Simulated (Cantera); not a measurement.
A perfectly stirred reactor is fed with 13.0 % H2, 18.3 % O2, 68.8 % N2, equivalence ratio 0.36, at 1.00 atm; it is adiabatic with a 675 K inlet, and is followed from long to short residence time, starting on the burning branch (τ in s: 0.2, 0.086, 0.037, 0.016, 0.0067, 0.0029, 0.0012, 0.00052, 0.00022, 9.5e-05, 4.1e-05).

Computed with Cantera and GRI-Mech 3.0 (53 species, 325 reactions).

x: mole fraction; the columns are a selection and need not sum to one.

```tsv
τ (s)	T (K)	x H2	x O2	x NO2	x H2O	x HO2
0.20	1646	6.50e-5	0.126	2.13e-8	0.138	1.48e-6
0.086	1645	0.000113	0.125	2.10e-8	0.138	2.41e-6
0.037	1642	0.000198	0.125	…	0.138	3.97e-6
0.016	1637	0.000345	0.125	…	0.138	6.49e-6
0.0067	1630	0.000610	0.125	…	0.137	1.06e-5
0.0029	1618	0.00105	0.125	…	0.136	1.64e-5
0.0012	1598	0.00184	0.124	…	0.134	2.48e-5
0.00052	1568	0.00312	0.124	…	0.132	3.48e-5
0.00022	1518	0.00537	0.124	…	0.128	4.70e-5
9.5e-5	1444	0.00955	0.125	…	0.121	6.11e-5
4.1e-5	1331	0.0200	0.131	…	0.108	8.07e-5
```

Task: Some entries are withheld; supply them.

Result: 
- 0.037, x NO2: 1.83e-8
- 0.016, x NO2: 1.40e-8
- 0.0067, x NO2: 9.88e-9
- 0.0029, x NO2: 7.30e-9
- 0.0012, x NO2: 5.94e-9
- 0.00052, x NO2: 5.33e-9
- 0.00022, x NO2: 4.67e-9
- 9.5e-5, x NO2: 3.50e-9
- 4.1e-5, x NO2: 1.75e-9
